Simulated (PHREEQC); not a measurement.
PHREEQC input (ion-association model, wateq4f.dat):

```
SOLUTION_MASTER_SPECIES
  An  An-  0  An  62.0  # stands for a non-complexing anion
SOLUTION_SPECIES
  An- = An-
    -log_k 0
    -gamma 3.0 0
PHASES
  Fix_H+
    H+ = H+
    -log_k 0
SOLUTION 1
  temp 25
  units mmol/kgw
  pH 7 charge
  S(6) 9.1
  Na 29
  As(5) 4.9
  An 1
END
SELECTED_OUTPUT 1
  -reset false
  -pH true
  -pe true
  -ionic_strength true
  -water true
  -totals As Na S As(3) As(5) S(-2) S(6)
  -molalities Hfo_wOH Hfo_wOH2+ Hfo_wO- Hfo_sOH Hfo_sOH2+ Hfo_sO- Hfo_wH2AsO4 Hfo_wHAsO4- Hfo_wOHAsO4-3 Hfo_wSO4-
    Hfo_wOHSO4-2
  -saturation_indices Mirabilite
USER_PUNCH 1
  -headings sigma psi
  10 PUNCH EDL("sigma", "Hfo"), EDL("psi", "Hfo")
PRINT
  -reset false
USE solution 1
SURFACE 1
  Hfo_wOH 0.00314607 600 1.4
  Hfo_sOH 7.86517e-05
EQUILIBRIUM_PHASES 1
  Fix_H+ -4 HAn 10
    -force_equality true
  O2(g) -0.68 10
END
# ... the last block is repeated for the other 12 points of pH, with NaOH or the acid as the point needs
```

Selected output (columns that matter, 13 of 13 rows; pH added in front):

```
pH	mu	As	Na	S	m_Hfo_wOH	m_Hfo_wOH2+	m_Hfo_wO-	m_Hfo_sOH	m_Hfo_sOH2+	m_Hfo_sO-	m_Hfo_wH2AsO4	si_Mirabilite	sigma	psi
4	0.036983	0.0017638	0.028998	0.0090992	7.0174e-09	9.7374e-06	1.1585e-13	5.6638e-08	7.8591e-05	9.3506e-13	0.0030814	-4.5068	0.0038559	0.0087393
4.67	0.0369	0.0017721	0.028998	0.0090994	3.1524e-08	1.8116e-05	1.2567e-12	1.3662e-07	7.8511e-05	5.4461e-12	0.0029995	-4.5047	-0.0036329	-0.0082475
5.33	0.036877	0.0017945	0.028998	0.0090994	1.3819e-07	4.0508e-05	1.0799e-11	2.6738e-07	7.838e-05	2.0896e-11	0.0028653	-4.5042	-0.013912	-0.029996
6	0.036966	0.0018516	0.028998	0.0090995	6.268e-07	9.7076e-05	9.2713e-11	5.0455e-07	7.8143e-05	7.4631e-11	0.0026311	-4.5045	-0.027784	-0.05324
6.67	0.037405	0.0019948	0.028998	0.0090995	3.1484e-06	0.00023784	9.5479e-10	1.0275e-06	7.762e-05	3.116e-10	0.0021924	-4.5063	-0.045629	-0.074429
7.33	0.038285	0.0023146	0.028999	0.0090996	1.8251e-05	0.00054243	1.4067e-08	2.56e-06	7.6086e-05	1.9732e-09	0.0014154	-4.5099	-0.063511	-0.089507
8	0.039119	0.0027494	0.028999	0.0090996	0.00010329	0.00089194	2.7402e-07	8.1604e-06	7.0467e-05	2.1649e-08	0.00055637	-4.5133	-0.075466	-0.097387
8.67	0.039724	0.0032267	0.028999	0.0090997	0.00043728	0.0010313	4.2475e-06	2.3351e-05	5.5072e-05	2.2681e-07	0.00013375	-4.5158	-0.086385	-0.10368
9.33	0.040362	0.0038574	0.029	0.0090999	0.0011197	0.00095375	3.0111e-05	4.1864e-05	3.5661e-05	1.1259e-06	1.9602e-05	-4.5183	-0.11267	-0.11656
10	0.041225	0.0042173	0.029324	0.0090999	0.001757	0.0005856	0.00012076	5.6098e-05	1.8697e-05	3.8558e-06	1.4689e-06	-4.5124	-0.15481	-0.13209
10.67	0.044314	0.0043392	0.031174	0.0090997	0.0019709	0.0002338	0.00038061	5.9958e-05	7.1125e-06	1.1579e-05	6.3281e-08	-4.4731	-0.20757	-0.14518
11.33	0.05173	0.0044704	0.0356	0.0090993	0.0016207	5.798e-05	0.0010379	4.6921e-05	1.6785e-06	3.0047e-05	1.358e-09	-4.3884	-0.26357	-0.15343
12	0.06703	0.0046991	0.048101	0.0090989	0.00080705	7.0008e-06	0.0021313	2.1548e-05	1.8692e-07	5.6907e-05	9.0567e-12	-4.1848	-0.31961	-0.15666
```

Species that the database lacks are ignored.
